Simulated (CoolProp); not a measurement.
Isohexane along the isobar 0.745 MPa: fugacity coefficient from the reference equation and from simpler models built on Tc = 497.7 K, pc = 3.043 MPa, ω = 0.280; each cubic takes its own stable root.

Computed with CoolProp (reference Helmholtz-energy equation of state, Lemmon 2006). It is a short technical equation, of lower accuracy than the large ones.

| T (K) | phase | reference |
|---|---|---|
| 220.5 | liquid | 0.0003963 |
| 228.7 | liquid | 0.0007683 |
| 236.8 | liquid | 0.001401 |
| 245 | liquid | 0.002455 |
| 253.2 | liquid | 0.004119 |
| 261.4 | liquid | 0.006649 |
| 269.6 | liquid | 0.01036 |
| 277.7 | liquid | 0.01557 |
| 285.9 | liquid | 0.02285 |

**Question.** How far does each simpler model (Redlich-Kwong, Soave-Redlich-Kwong, Peng-Robinson) lie from the reference over these 9 states: mean and median of the absolute difference, and the worst?

**Answer.** 
- Redlich-Kwong: mean 202.3 %, median 196.2 %, worst +287.8 % at 220.5 K and 0.745 MPa
- Soave-Redlich-Kwong: mean 1.9 %, median 2.1 %, worst -2.3 % at 236.8 K and 0.745 MPa
- Peng-Robinson: mean 5.4 %, median 4.7 %, worst +11.2 % at 220.5 K and 0.745 MPa
